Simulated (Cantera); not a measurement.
Cantera run:

```python
import numpy as np
import cantera as ct

gas_names = """
    H HNO HNO2 HNO3 HO2 H2 H2O H2O2 N NH NH2 NH3 NH2OH NO NO2 NO3 N2 N2H2 N2H4 N2O O OH O2 O3 Zr ZrN ZrO
    ZrO2
""".split()
cond_names = """
    H2O(s) H2O(L) Zr(a) Zr(b) Zr(L) ZrN(s) ZrN(L) ZrO2(a) ZrO2(b) ZrO2(L)
""".split()


# ... load() reads the species with a 1 bar reference pressure and builds the phases ...
atoms = {
    'ZrO2': {'Zr': 1, 'O': 2},
    'H2': {'H': 2},
    'N2': {'N': 2},
}
top_T = {}  # K; cautious upper limits of use, not melting points


# ... equilibrate(T, P, feed) seeds the gas with the atoms and calls Mixture.equilibrate('TP', solver="vcs", rtol=1e-11, max_steps=5000) ...
results = []
feed = {'ZrO2': 1, 'H2': 340, 'N2': 15}  # mol
P = 133.322  # Pa
for T in [1375, 1450, 1525, 1600, 1675, 1750, 1825, 1900, 1975, 2050, 2125, 2200]:
    mix = equilibrate(T, P, feed)
    results.append((T, P, feed, dict(zip(mix.species_names, mix.species_moles))))

top = {s: max(r[3][s] / sum(r[3][g] for g in gas_names) for r in results) for s in gas_names}
cols = sorted((s for s in top if top[s] > 1e-05), key=lambda s: -top[s])[:6]
seen = [c for c in cond_names if any(r[3].get(c, 0) > 1e-12 for r in results)]
print("log10 of partial pressures in bar; condensed amounts in mol")
print(f"{'T/K':>10s}" + "".join(f"{s[:9]:>10s}" for s in cols + seen))
for T, P, feed, n in results:
    ng = sum(n[g] for g in gas_names)
    print(f"{T:10.4g}" + "".join(f"{np.log10(max(n[s] / ng * P / 1e5, 1e-99)):10.3f}" for s in cols)
          + "".join(f"{n.get(c, 0):10.4g}" for c in seen))
```

Result:

```
log10 of partial pressures in bar; condensed amounts in mol
       T/K        H2         H        N2       ZrO       H2O    ZrN(s)   ZrO2(a)   ZrO2(b)
      1375    -2.894    -6.912    -4.249   -18.078    -8.867 0.0001808    0.9998         0
      1450    -2.894    -6.471    -4.249   -16.497    -8.644 0.0003025    0.9997         0
      1525    -2.894    -6.073    -4.249   -15.077    -8.446 0.0004768         0    0.9995
      1600    -2.894    -5.712    -4.250   -13.794    -8.270 0.0007163         0    0.9993
      1675    -2.895    -5.383    -4.250   -12.628    -8.109  0.001037         0     0.999
      1750    -2.897    -5.082    -4.251   -11.563    -7.964  0.001452         0    0.9985
      1825    -2.899    -4.806    -4.252   -10.587    -7.832  0.001971         0     0.998
      1900    -2.903    -4.552    -4.254    -9.689    -7.712  0.002588         0    0.9974
      1975    -2.910    -4.319    -4.257    -8.861    -7.605  0.003193         0    0.9964
      2050    -2.921    -4.105    -4.262    -8.093    -7.510  0.003156         0    0.9946
      2125    -2.937    -3.908    -4.270    -7.404    -7.406         0         0    0.9888
      2200    -2.961    -3.730    -4.281    -7.036    -7.045         0         0    0.9729
```

Method: chemical equilibrium by Gibbs-energy minimisation in Cantera with the NASA 1993 tables (ideal gas, pure condensed phases). Mutual solubility and eutectic melting of coexisting phases are not modelled. ZrN: taken at fixed stoichiometry. Condensed phases not in the tables: solid solutions among these carbides, nitrides and lower oxides.
